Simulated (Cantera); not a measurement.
A diamond (100) surface in a fixed gas of H2 with x(CH4) = 0.01, x(H) = 0.029, x(CH3) = 0.00016, at 1350 K; coverages are run to steady state.

Computed with Cantera and the Harris–Goodwin 1993 mechanism for the reconstructed diamond (100) surface.

θ: site fractions in the mechanism's names (c6HH fully hydrogenated, c6H* and c6*H radical sites, c6** diradical, c6HM methylated).

```tsv
P (Pa)	growth (µm/h)	θ c6HH	θ c6H*	θ c6*H	θ c6**	θ c6HM
1300	0.516	0.350	0.0547	0.539	0.0562	3.94e-5
1800	0.788	0.350	0.0547	0.539	0.0562	5.40e-5
2600	1.29	0.350	0.0548	0.539	0.0562	7.64e-5
3700	2.10	0.350	0.0548	0.538	0.0563	0.000105
5200	3.43	0.350	0.0549	0.538	0.0563	0.000142
7300	___	0.350	0.0550	0.538	0.0563	___
10000	___	0.350	0.0552	0.538	0.0564	___
15000	16.3	0.350	0.0555	0.537	0.0565	0.000318
```

Complete the blanks.


- 7300, growth (µm/h): 5.63
- 7300, θ c6HM: 0.000188
- 10000, growth (µm/h): 8.97
- 10000, θ c6HM: 0.000239
